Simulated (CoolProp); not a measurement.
Vapour-liquid equilibrium of propylene (1) + R152A (2) at 0.136 bar; x and y are mole fractions of (1).

Values from CoolProp's multi-fluid Helmholtz-energy mixture model, Lemmon 2013 and Outcalt 1996; pair parameters Bell 2016.

```tsv
x	bubble temperature (°C)	y at the bubble point	dew temperature at overall composition x (°C)	liquid density (mol/L)
0.05	-68.5	[?]	[?]	[?]
0.2	-78.1	[?]	-64.6	16.48
0.35	-81.2	0.816	-67.4	16.28
0.5	-82.3	0.843	-70.7	16.05
0.65	-82.8	0.861	[?]	15.84
0.8	-83.3	0.888	-80.5	15.68
0.95	-83.8	0.955	-83.8	15.56
```

Question: Complete the blanks.

Answer: 
- 0.05, y at the bubble point: 0.401
- 0.05, dew temperature at overall composition x (°C): -62.3
- 0.05, liquid density (mol/L): 16.53
- 0.2, y at the bubble point: 0.741
- 0.65, dew temperature at overall composition x (°C): -74.9

No azeotrope shows between x = 0.05 and 0.95.

Pair parameters are fitted to limited data, so mixtures are less certain than the pure fluids. With so large a gap from Raoult's law the liquid may split in two, which this calculation doesn't test in full.
